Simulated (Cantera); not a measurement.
Cantera run:

```python
import numpy as np
import cantera as ct

gas_names = [...]  # 58 gases of nasa_gas.yaml made of F, H, N, O, Si
cond_names = """
    H2O(s) H2O(L) Si(cr) Si(L) SiO2(Lqz) SiO2(hqz) SiO2(L) Si2N2O(s) Si3N4(a)
""".split()


# ... load() reads the species with a 1 bar reference pressure and builds the phases ...
atoms = {
    'Si3N4': {'Si': 3, 'N': 4},
    'O2': {'O': 2},
    'HF': {'H': 1, 'F': 1},
}
top_T = {'Si2N2O(s)': 2100, 'Si3N4(a)': 2400}  # K; cautious upper limits of use, not melting points


# ... equilibrate(T, P, feed) seeds the gas with the atoms and calls Mixture.equilibrate('TP', solver="vcs", rtol=1e-11, max_steps=5000) ...
results = []
feed = {'Si3N4': 1, 'O2': 6, 'HF': 1.4}  # mol
T = 848.15  # K
for P in [1, 10, 100, 1000, 10000, 100000]:
    mix = equilibrate(T, P, feed)
    results.append((T, P, feed, dict(zip(mix.species_names, mix.species_moles))))

top = {s: max(r[3][s] / sum(r[3][g] for g in gas_names) for r in results) for s in gas_names}
cols = sorted((s for s in top if top[s] > 1e-06), key=lambda s: -top[s])[:7]
seen = [c for c in cond_names if any(r[3].get(c, 0) > 1e-12 for r in results)]
print("log10 of partial pressures in bar; condensed amounts in mol")
print(f"{'P/Pa':>10s}" + "".join(f"{s[:9]:>10s}" for s in cols + seen))
for T, P, feed, n in results:
    ng = sum(n[g] for g in gas_names)
    print(f"{P:10.4g}" + "".join(f"{np.log10(max(n[s] / ng * P / 1e5, 1e-99)):10.3f}" for s in cols)
          + "".join(f"{n.get(c, 0):10.4g}" for c in seen))
```

It prints:

```
log10 of partial pressures in bar; condensed amounts in mol
      P/Pa        O2        N2        HF       H2O      SiF4        NO       NO2 SiO2(hqz)
         1    -5.327    -5.503    -5.704    -6.950    -7.251   -10.384   -13.433     2.964
        10    -4.324    -4.501    -4.748    -5.675    -5.976    -9.381   -11.930     2.933
       100    -3.321    -3.497    -3.823    -4.442    -4.743    -8.378   -10.425     2.886
      1000    -2.317    -2.493    -2.938    -3.262    -3.563    -7.374    -8.919      2.83
     1e+04    -1.313    -1.490    -2.094    -2.136    -2.437    -6.370    -7.413     2.774
     1e+05    -0.310    -0.486    -1.283    -1.055    -1.356    -5.367    -5.908      2.73
```

These are equilibrium values from Cantera (NASA tables, ideal gas, pure condensed phases), not measurements of a reactor.
